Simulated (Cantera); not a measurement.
Input (Python, Cantera):

```python
import numpy as np
import cantera as ct

gas = ct.Solution("gri30.yaml")
gas.TPX = 1425, 1000000, {'C2H6': 0.026, 'O2': 0.0079, 'N2': 1, 'CH4': 0.002}
reactor = ct.IdealGasConstPressureReactor(gas, energy="off", clone=False)
net = ct.ReactorNet([reactor])
net.rtol, net.atol = 1e-08, 1e-18
show = ['C2H6', 'O2', 'NO', 'HO2', 'CH2', 'CH2CO', 'CH4']
times = np.geomspace(0.0001, 8, 9)

steps = ct.SolutionArray(gas, extra=["t"])
rows = []
print(f"{'t/s':>10s}{'T/K':>9s}{'P/Pa':>11s}" + "".join(f"{s:>11s}" for s in show))
for t in times:
    while net.time < t:
        t_next = net.step()
        steps.append(gas.state, t=t_next)
    rows.append([np.interp(t, steps.t, y) for y in (steps.T, steps.P, *steps(*show).X.T)])
    print(f"{t:10.3e}{rows[-1][0]:9.1f}{rows[-1][1]:11.4g}" + "".join(f"{x:11.3e}" for x in rows[-1][2:]))
rate = np.gradient(steps.T, steps.t)
print("integrator steps:", len(steps.t))
if steps.T.max() > steps.T[0] + 200:
    print(f"time of steepest temperature rise: {steps.t[rate.argmax()]:.4e} s")
gas.TPX = 1425, 1000000, {'C2H6': 0.026, 'O2': 0.0079, 'N2': 1, 'CH4': 0.002}
gas.equilibrate("TP")
print(f"equilibrium (TP): T = {gas.T:.1f} K  " + "  ".join(f"{s} {gas[s].X[0]:.3e}" for s in show))
```

It prints:

```
       t/s      T/K       P/Pa       C2H6         O2         NO        HO2        CH2      CH2CO        CH4
 1.000e-04   1425.0      1e+06  1.398e-02  6.158e-03  3.168e-10  2.228e-05  5.235e-08  2.239e-04  3.013e-03
 4.101e-04   1425.0      1e+06  1.273e-03  1.445e-03  2.592e-09  3.087e-06  1.293e-07  1.041e-03  5.881e-03
 1.682e-03   1425.0      1e+06  1.216e-04  2.070e-04  2.011e-09  1.908e-07  2.277e-08  4.004e-04  7.353e-03
 6.897e-03   1425.0      1e+06  3.268e-05  2.913e-05  1.597e-09  1.286e-08  2.058e-09  4.170e-05  7.880e-03
 2.828e-02   1425.0      1e+06  1.402e-05  1.727e-06  1.270e-09  4.644e-10  7.852e-11  1.079e-06  8.083e-03
 1.160e-01   1425.0      1e+06  1.144e-05  4.973e-10  5.188e-10  1.205e-13  4.116e-11  4.188e-07  8.435e-03
 4.757e-01   1425.0      1e+06  1.119e-05  1.520e-16  1.680e-11  4.696e-19  4.065e-11  3.960e-07  9.492e-03
 1.951e+00   1425.0      1e+06  1.126e-05  1.585e-16  1.246e-12  4.605e-19  3.997e-11  3.532e-07  1.133e-02
 8.000e+00   1425.0      1e+06  1.149e-05  1.341e-16  1.277e-12  3.867e-19  3.784e-11  2.983e-07  1.209e-02
integrator steps: 1872
equilibrium (TP): T = 1425.0 K  C2H6 4.247e-06  O2 5.833e-25  NO 1.496e-15  HO2 5.363e-28  CH2 1.394e-11  CH2CO 2.852e-08  CH4 8.689e-03
```

Detailed kinetics in Cantera: GRI-Mech 3.0 (53 species, 325 reactions). GRI-Mech 3.0 stops at C3 and has no aromatics, soot or wall deposition, so with more carbon than oxygen in the feed, carbon stays in small species such as C2H2 where larger ones or solid carbon would form.
